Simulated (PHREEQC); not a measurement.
Make-up at 31 °C: 0.00036 mol AgF and 0.00037 mol NaCl per kg of water. Closed to the air; pH follows from the charge balance.

Model: ion-association model, wateq4f.dat, run in PHREEQC.

Precipitation was switched off in this run.

What pH does the model give?

pH 7.00.

In which forms is Cl present?

Cl- 70 %, AgCl 28 %, AgCl2- 1.4 % of the Cl.

Saturation is exceeded, for instance for Cerargyrite; the values hold only as long as no solid forms.
